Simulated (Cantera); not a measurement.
Input (Python, Cantera):

```python
import numpy as np
import cantera as ct

gas = ct.Solution("gri30.yaml")
gas.TPX = 1823, 1400, {'NO': 1, 'N2': 0.81}
inlet = ct.Reservoir(gas, clone=True)

reactor = ct.IdealGasConstPressureReactor(gas, energy="off", clone=False)
exhaust = ct.Reservoir(gas, clone=True)
tau = [15, 4.4, 1.3, 0.38, 0.11, 0.033, 0.0098, 0.0029, 0.00086, 0.00025][0]
for a, b in ((inlet, reactor), (reactor, exhaust)):
    ct.MassFlowController(a, b, mdot=lambda t: reactor.mass / tau)
net = ct.ReactorNet([reactor])
show = ['NO', 'O', 'N2', 'NO2', 'O2', 'N2O']

rows = []
print(f"{'tau/s':>10s}{'T/K':>9s}" + "".join(f"{s:>11s}" for s in show))
for tau in [15, 4.4, 1.3, 0.38, 0.11, 0.033, 0.0098, 0.0029, 0.00086, 0.00025]:
    net.initial_time = 0.0
    net.advance(30 * tau)
    before = gas.X
    net.advance(40 * tau)
    drift = np.max(np.abs(gas.X - before) / (gas.X + 1e-9))
    rows.append([gas.T, *gas[show].X, drift])
    print(f"{tau:10.3e}{gas.T:9.1f}" + "".join(f"{x:11.3e}" for x in gas[show].X))
```

Output:

```
     tau/s      T/K         NO          O         N2        NO2         O2        N2O
 1.500e+01   1823.0  4.931e-01  2.719e-04  4.771e-01  4.916e-05  2.946e-02  7.663e-05
 4.400e+00   1823.0  5.356e-01  1.920e-04  4.558e-01  3.035e-05  8.241e-03  9.591e-05
 1.300e+00   1823.0  5.477e-01  1.559e-04  4.498e-01  2.146e-05  2.241e-03  9.908e-05
 3.800e-01   1823.0  5.511e-01  1.298e-04  4.481e-01  1.723e-05  5.464e-04  8.872e-05
 1.100e-01   1823.0  5.521e-01  8.858e-05  4.476e-01  1.249e-05  9.370e-05  6.176e-05
 3.300e-02   1823.0  5.524e-01  3.866e-05  4.475e-01  5.278e-06  8.647e-06  3.009e-05
 9.800e-03   1823.0  5.525e-01  1.182e-05  4.475e-01  9.687e-07  5.820e-07  1.085e-05
 2.900e-03   1823.0  5.525e-01  3.496e-06  4.475e-01  1.121e-07  4.715e-08  3.420e-06
 8.600e-04   1823.0  5.525e-01  1.040e-06  4.475e-01  1.084e-08  4.112e-09  1.034e-06
 2.500e-04   1823.0  5.525e-01  3.028e-07  4.475e-01  9.439e-10  3.474e-10  3.023e-07
```

Detailed kinetics in Cantera: GRI-Mech 3.0 (53 species, 325 reactions). Radical loss at walls, strong at low pressure, is not modelled.
